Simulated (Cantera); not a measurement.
## BN + O2 (nitride etching)

Input: 1 mol BN, a varied amount of O2, at 1602 °C and 39.8 Torr.

These are equilibrium values from Cantera (NASA tables, ideal gas, pure condensed phases), not measurements of a reactor. Candidate condensed phases: B, BN, B2O3; 17 gas species. Mutual solubility and eutectic melting of coexisting phases are not modelled. Equilibrium is a limit: real reactors are often held back by kinetics, nucleation or transport.

| n(O2) (mol) | x O2 | x N2 | x B2O3 | x B2O2 | x BO2 | n BN(s) | n B2O3(l) |
|---|---|---|---|---|---|---|---|
| 0.46 | 1.13e-12 | 0.783 | 0.176 | 0.0363 | 1.87e-5 | 0.376 | 0.226 |
| 0.84 | 0.120 | 0.690 | 0.176 | 1.12e-7 | 0.0107 | 0 | 0.369 |
| 1.5 | 0.481 | 0.323 | 0.176 | 5.57e-8 | 0.0151 | 0 | 0.218 |
| 2.8 | 0.663 | 0.161 | 0.156 | 4.20e-8 | 0.0154 | 0 | 0 |
| 5.1 | 0.805 | 0.0914 | 0.0871 | 2.13e-8 | 0.0121 | 0 | 0 |
| 9.3 | 0.889 | 0.0508 | 0.0476 | 1.11e-8 | 0.00916 | 0 | 0 |
| 17 | 0.937 | 0.0279 | 0.0255 | 5.80e-9 | 0.00679 | 0 | 0 |
x: gas mole fraction; n: condensed amount in mol.

At 0.46 mol O2 the condensed part is BN(s) + B2O3(l). From 0.84 mol O2 to 1.5 mol O2 the condensed part is B2O3(l). From 2.8 mol O2 to 17 mol O2 nothing is condensed. The main B-bearing gas is B2O3 throughout.
